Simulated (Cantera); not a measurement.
A closed system holds: 1 mol Si2H6, 4.8 mol NO, at 0.000110 bar.

Cantera equilibrium calculation (NASA polynomials, part measured and part estimated; ideal gas, pure solids and liquids). Candidate condensed phases: H2O, Si, SiO2, Si2N2O, Si3N4; 35 gas species. The feed counts by its element totals alone. The tables hold silica as quartz up to 1696 K and as liquid above; real silica turns to tridymite and cristobalite and melts near 1996 K. Kinetics and transport are ignored.

Over these rows the condensed part is SiO2(β-quartz). Partial pressures as log10 of bar:

| T (K) | 1000/T (1/K) | log p SiO | log p N2 | log p H2 | log p H2O |
|---|---|---|---|---|---|
| 1223 | 0.8177 | -12.62 | -4.31 | -4.35 | -4.79 |
| 1273 | 0.7855 | -11.70 | -4.31 | -4.35 | -4.79 |
| 1323 | 0.7559 | -10.86 | -4.31 | -4.35 | -4.79 |
| 1373 | 0.7283 | -10.07 | -4.31 | -4.35 | -4.79 |
| 1423 | 0.7027 | ? | -4.31 | -4.35 | -4.79 |
| 1473 | 0.6789 | -8.67 | -4.31 | -4.35 | -4.79 |

Question: Fit log p(SiO) = a + b·(1000/T) to the five rows, give the apparent enthalpy, and predict the row at 1423 K.

Answer: Means: 1000/T = 0.7533, log p = -10.784. Sxy = -0.323063, Sxx = 0.0113513, so b = -28.46 and a = -10.784 − (-28.46)×0.7533 = 10.65.
Apparent enthalpy: −19.145 × (-28.46) = 545 kJ/mol. With the condensed phases at unit activity, SiO2(β-quartz) + H2(g) = SiO(g) + H2O(g) links this pressure to the main gases: over the six rows their terms move log p by +0.00 in all, so the slope is close to that reaction's ΔH°. The five rows lie within 0.01 of the line.
Prediction at 1423 K: 10.65 + (-28.46)×0.7027 = -9.35. The computed value is -9.35, 0.00 from the line.
